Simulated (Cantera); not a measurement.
Cantera run, input and output.

```python
import numpy as np
import cantera as ct

gas = ct.Solution("h2o2.yaml")
gas.TPX = 350, 420000, {'H2': 1, 'O2': 0.333, 'N2': 1.25}
flame = ct.FreeFlame(gas, width=0.015)
flame.set_refine_criteria(ratio=3, slope=0.08, curve=0.16)
flame.transport_model = "mixture-averaged"
flame.solve(loglevel=0, auto=True)
z, T = flame.grid, flame.T
thick = (T[-1] - T[0]) / np.gradient(T, z).max()
show = ['H2', 'O2', 'HO2', 'H2O2', 'H2O', 'OH']
print(f"laminar burning velocity  {flame.velocity[0] * 100:.3f} cm/s")
print(f"burnt temperature         {T[-1]:.1f} K")
print(f"thermal thickness         {thick * 1e3:.4f} mm")
print(f"grid points               {len(z)}")
z0 = z[flame.heat_release_rate.argmax()]
print(f"{'z/mm':>9s}{'T/K':>9s}{'u/(m/s)':>9s}" + "".join(f"{s:>11s}" for s in show))
rows = []
for k in (-3, -2, -1.5, -1, -0.5, -0.25, 0, 0.25, 0.5, 1, 2, 4, 8):
    zz = z0 + k * thick
    rows.append([k * thick, np.interp(zz, z, T), np.interp(zz, z, flame.velocity),
                 *(np.interp(zz, z, flame.X[gas.species_index(s)]) for s in show)])
    print(f"{rows[-1][0] * 1e3:9.3f}{rows[-1][1]:9.1f}{rows[-1][2]:9.3f}" + "".join(f"{x:11.3e}" for x in rows[-1][3:]))
```

It prints:

```
laminar burning velocity  385.137 cm/s
burnt temperature         2309.2 K
thermal thickness         0.0554 mm
grid points               114
     z/mm      T/K  u/(m/s)         H2         O2        HO2       H2O2        H2O         OH
   -0.166    350.0    3.851  3.871e-01  1.289e-01  1.008e-11  9.949e-13  1.515e-10  9.579e-15
   -0.111    350.0    3.851  3.871e-01  1.289e-01  9.229e-10  9.418e-11  1.151e-08  9.142e-13
   -0.083    350.1    3.851  3.870e-01  1.289e-01  1.211e-08  1.250e-09  1.363e-07  2.349e-11
   -0.055    350.9    3.857  3.862e-01  1.291e-01  5.586e-07  5.969e-08  5.117e-06  6.599e-09
   -0.028    397.7    4.290  3.728e-01  1.313e-01  2.052e-04  2.140e-05  1.307e-03  1.548e-05
   -0.014    709.7    7.364  3.316e-01  1.256e-01  9.835e-04  1.469e-04  2.572e-02  1.087e-03
    0.000   1176.8   11.848  2.630e-01  9.768e-02  3.896e-04  5.843e-05  9.357e-02  2.004e-03
    0.014   1515.3   15.077  1.935e-01  5.476e-02  1.792e-04  6.627e-06  1.764e-01  4.283e-03
    0.028   1708.5   16.915  1.510e-01  2.410e-02  7.391e-05  2.809e-06  2.327e-01  6.380e-03
    0.055   1880.3   18.492  1.288e-01  5.304e-03  1.540e-05  1.416e-06  2.689e-01  7.930e-03
    0.111   2017.0   19.678  1.298e-01  1.532e-03  4.607e-06  7.146e-07  2.795e-01  7.593e-03
    0.222   2127.7   20.603  1.342e-01  7.118e-04  2.184e-06  3.728e-07  2.855e-01  6.054e-03
    0.443   2207.4   21.250  1.375e-01  2.934e-04  9.168e-07  1.913e-07  2.904e-01  4.209e-03
```

Detailed kinetics in Cantera: the H2/O2 subset of GRI-Mech 3.0, which has no nitrogen chemistry. The hydrogen kinetics of GRI-Mech 3.0 are dated; newer H2 mechanisms differ, most at raised pressure. Burning velocities carry a grid error of a few per cent, more on coarse grids.
